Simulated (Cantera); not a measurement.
**Ammonia decomposition in nitride growth gas**

A perfectly stirred reactor is fed with NH3 : H2 = 1 : 0.13 (molar parts), at 53000 Pa; it is held at 1773 K, and followed from long to short residence time.

Cantera simulation using the gas-phase N/H chemistry of the illustrative SiF4/NH3 mechanism in the Surface Chemkin manual (1991); the numbers are that mechanism's predictions, not measurements. Walls and surfaces, which speed up NH3 decomposition in real reactors, are not modelled.

```csv
τ (s),x NH3,x H2,x N2H4,x N,x H,x NH
19,0.0581,0.722,4.57e-9,5.44e-8,0.000226,7.54e-7
4.5,0.156,0.650,2.01e-8,6.75e-8,0.000158,1.22e-6
1.0,0.391,0.477,7.22e-8,6.89e-8,8.82e-5,1.71e-6
0.24,0.667,0.275,1.47e-7,6.01e-8,4.26e-5,1.94e-6
0.056,0.821,0.162,1.94e-7,4.95e-8,2.35e-5,1.94e-6
0.013,0.869,0.126,2.06e-7,4.30e-8,1.78e-5,1.87e-6
0.0030,0.881,0.117,1.86e-7,3.57e-8,1.55e-5,1.67e-6
```
x: mole fraction; the columns are a selection and need not sum to one.
